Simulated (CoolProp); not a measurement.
The numbers come from the reference Helmholtz-energy equation of state, Eisenbach 2021 in CoolProp.

### Question
For propylene glycol, give the phase and the density (kg/m³), cp (kJ/(kg K)), cv (kJ/(kg K)), expansivity (1/kK) at 159.75 °C and 6.28 bar; 306.75 °C and 6.28 bar.

### Answer
- 159.75 °C and 6.28 bar: liquid; density 921, cp 3.22, cv 2.74, expansivity 1.02
- 306.75 °C and 6.28 bar: gas; density 10.5, cp 2.94, cv 2.79, expansivity 2.13
